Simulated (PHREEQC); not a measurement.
A solution holds 20 mmol/kgw HF, 2.2 mmol/kgw NaF and 14 mmol/kgw H2SO4, at 70 °C. Closed to the air; pH follows from the charge balance.

Model: ion-association model, phreeqc.dat, run in PHREEQC.

The ionic strength comes out as 0.0221 mol/kgw. What activity coefficients do NaSO4-, F-, HF2-, SO4-2, H+ get?

NaSO4- 0.86, F- 0.85, HF2- 0.85, SO4-2 0.54, H+ 0.88.

No solid was allowed to form. Away from 25 °C the constants follow the database's enthalpies or fits; those with neither stay at their 25 °C values.
